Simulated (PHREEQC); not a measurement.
A PHREEQC speciation (ion-association model, phreeqc.dat) at 75 °C gives pH 2.39 and these molalities:

| species | mol/kgw |
|---|---|
| HF | 0.0528 |
| H+ | 0.00435 |
| F- | 0.00354 |
| HF2- | 0.000811 |

**Question.** What are the element totals, and what could have been dissolved in 1 kg of water to give them?

**Answer.** Several could match; the one computed here: totals F 0.0580 mol/kgw, from 58 mmol/kgw HF.

No solid was allowed to form. Constants without temperature data keep their 25 °C values here.
